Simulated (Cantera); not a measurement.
Charge: 1 mol trisilylamine, 0.34 mol N2, equilibrated at 1725 K and 2.10 mbar.

Equilibrium computed with Cantera from the NASA thermochemical tables; the gas is ideal and each condensed phase is pure. Candidate condensed phases: Si, Si3N4; 18 gas species. The feed counts by its element totals alone. Gases not in the tables: Si2H6 and higher silanes. The numbers say what is thermodynamically allowed, not how fast it happens.

Base state: H2 0.839, N2 0.157, H 0.00371, Si 0.000483, SiH 2.90e-5, SiH2 1.45e-5 (mole fractions); condensed: Si(l).

Problem. What changes in the equilibrium state with this change: trisilylamine replaced by SiH2Cl2?

Solution. 
```csv
species,before,after
H2,0.839,0.336
SiCl2,0,0.331
HCl,0,0.180
N2,0.157,0.145
SiCl3,0,0.00335
Cl,0,0.000972
SiCl,0,0.000945
SiCl4,0,6.33e-5
"Si(l), mol",3.00,0.213
```
The tables' values for SiCl3, SiCl are old estimates; treat these amounts as uncertain. Further candidate phases: NH4Cl.

Problem. What changes in the equilibrium state with this change: temperature from 1725 K to 1875 K?

Solution. 
```json
[
 {"species": "H2", "before": "0.839", "after": "0.827"},
 {"species": "N2", "before": "0.157", "after": "0.156"},
 {"species": "H", "before": "0.00371", "after": "0.0130"},
 {"species": "Si", "before": "0.000483", "after": "0.00431"},
 {"species": "Si2", "before": "2.30e-6", "after": "3.24e-5"},
 {"species": "SiH", "before": "2.90e-5", "after": "0.000167"},
 {"species": "SiN", "before": "4.90e-6", "after": "2.79e-5"},
 {"species": "Si(l), mol", "before": "3.00", "after": "2.97"}
]
```
The tables' values for SiN are old estimates; treat these amounts as uncertain.
